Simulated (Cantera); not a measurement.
Input (Python, Cantera) and output of one run.

```python
import numpy as np
import cantera as ct

gas_names = """
    CL CL2 H HCL H2 N NH NH2 NH3 N2 N2H2 N2H4 Si SiCL SiCL2 SiCL3 SiCL4 SiH SiHCL3 SiH2 SiH2CL2 SiH3
    SiH3CL SiH4 SiN Si2 Si2N Si3
""".split()
cond_names = """
    NH4CL(a) NH4CL(b) Si(cr) Si(L) Si3N4(a)
""".split()


# ... load() reads the species with a 1 bar reference pressure and builds the phases ...
atoms = {
    'SiH2Cl2': {'Si': 1, 'H': 2, 'CL': 2},
    'HCl': {'H': 1, 'CL': 1},
    'N2': {'N': 2},
}
top_T = {'Si3N4(a)': 2400}  # K; cautious upper limits of use, not melting points


# ... equilibrate(T, P, feed) seeds the gas with the atoms and calls Mixture.equilibrate('TP', solver="vcs", rtol=1e-11, max_steps=5000) ...
results = []
feed = {'SiH2Cl2': 1, 'HCl': 1.8, 'N2': 250}  # mol
T = 1748.15  # K
P = 8200  # Pa
mix = equilibrate(T, P, feed)
results.append((T, P, feed, dict(zip(mix.species_names, mix.species_moles))))
print(gas.report(threshold=0.0001))
for i in range(1, mix.n_phases):
    print(f"{mix.phase(i).name:16s} {mix.phase_moles(i):12.5e} mol")
```

Output:

```
       temperature   1748.2 K
          pressure   8200 Pa
           density   0.015938 kg/m^3
  mean mol. weight   28.25 kg/kmol
   phase of matter   gas

                          1 kg             1 kmol
                     ---------------   ---------------
          enthalpy         1.625e+06        4.5907e+07  J
   internal energy        1.1105e+06        3.1373e+07  J
           entropy            9523.6        2.6905e+05  J/K
    Gibbs function       -1.5024e+07       -4.2443e+08  J
 heat capacity c_p            1258.2             35545  J/K
 heat capacity c_v            963.91             27231  J/K

                      mass frac. Y      mole frac. X     chem. pot. / RT
                     ---------------   ---------------   ---------------
               HCL         0.0089707         0.0069512           -39.697
                H2        0.00028438          0.003985           -27.086
                N2           0.97676           0.98501           -29.012
             SiCL2          0.013493         0.0038509           -59.751
     [  +24 minor]        0.00049089        0.00020738

Si(L)             0.00000e+00 mol
Si3N4(a)          0.00000e+00 mol
```

Cantera equilibrium calculation (NASA polynomials, part measured and part estimated; ideal gas, pure solids and liquids). The tables' values for SiCl3 are old estimates; treat these amounts as uncertain.
